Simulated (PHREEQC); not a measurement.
Reverse-osmosis permeate: an equilibrium model

Model water analysis in mmol/kgw, 48 °C, pH 5.73, pe 12.2: Na 0.0365; K 0.000943; Ca 0.0565; Mg 0.0144; Cl 0.117; S(6) 0.026; Alkalinity (meq/kgw) 0.00727; B 0.000116; Pb 0.00134.

Valence states are taken as typed.

Equilibrium calculation in PHREEQC: ion-association model, phreeqc.dat.

No solid was allowed to form.

Problem. Estimate the charge-balance error.

Solution. charge-balance error 1.6 %.

Problem. In which forms is Pb present?

Solution. Pb+2 96 %, PbSO4 1.2 %, PbOH+ 0.9 %, PbCl+ 0.7 %, PbHCO3+ 0.6 % of the Pb.

At this temperature some constants are extrapolated from 25 °C, and those without enthalpy data are left unchanged.
